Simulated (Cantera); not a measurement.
A freely propagating, adiabatic, planar premixed flame of H2 : O2 : N2 = 1 : 0.575 : 2.16 (molar parts), unburnt at 300 K and 170000 Pa; mixture-averaged transport, grid criteria slope 0.08 and curve 0.16, no radiation.

Computed with Cantera and the H2/O2 subset of GRI-Mech 3.0, which has no nitrogen chemistry. Burning velocities carry a grid error of a few per cent, more on coarse grids.

Predict: laminar burning velocity; thermal thickness; peak x(H2O2); peak x(H); peak x(OH).


- laminar burning velocity: 182 cm/s
- thermal thickness: 0.176 mm
- peak x(H2O2): 0.000131
- peak x(H): 0.0233
- peak x(OH): 0.0134
